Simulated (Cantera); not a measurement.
A closed system holds: 1 mol B, 0.14 mol H2O, 8.5 mol N2, held at 1277 °C and 10.0 mbar.

These are equilibrium values from Cantera (NASA tables, ideal gas, pure condensed phases), not measurements of a reactor. Candidate condensed phases: B, BN, B2O3, B3O3H3, H2O; 39 gas species. Equilibrium is a limit: real reactors are often held back by kinetics, nucleation or transport.

Base state: N2 0.977, H2 0.0158, B2O3 0.00421, HBO2 0.00152, HBO 0.000767, B2O2 0.000243, BO 4.66e-5, H 3.96e-5 (mole fractions); condensed: BN(s).

### Question
What changes in the equilibrium state with this change: H2O from 0.14 to 0.11 mol?

### Answer
```tsv
species	before	after
N2	0.977	0.982
H2	0.0158	0.0125
B2O3	0.00421	0.00334
H2O	2.31e-5	1.70e-5
HBO2	0.00152	0.00116
BN(s), mol	0.907	0.927
```
